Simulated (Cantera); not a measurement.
Feed: 1 mol CH2F2, 0.074 mol HCl, 1.9 mol H2, equilibrated at 0.203 Torr.

Equilibrium computed with Cantera from the NASA thermochemical tables; the gas is ideal and each condensed phase is pure. Candidate condensed phases: C, C6H6, C7H8, C8H18; 118 gas species. Rates play no part. All values below are at 2750 K.

Base state: H 0.594, HF 0.280, C3 0.0424, F 0.0308, H2 0.0204, C 0.0123, Cl 0.0110, C2 0.00467 (mole fractions); condensed: gas only.

What changes in the equilibrium state with this change: CH2F2 replaced by C2F6?


```
species             before     after
----------------  --------  --------
HF                   0.280     0.447
F                   0.0308     0.352
H                    0.594    0.0833
H2                  0.0204  0.000400
CF                 0.00177    0.0230
C3                  0.0424    0.0625
C                   0.0123    0.0140
Cl                  0.0110    0.0101
CF2                5.20e-6  0.000770
C2H2 (acetylene)  0.000443   1.13e-5
C(graphite), mol         0     0.246
```
The feed counts by its element totals alone.
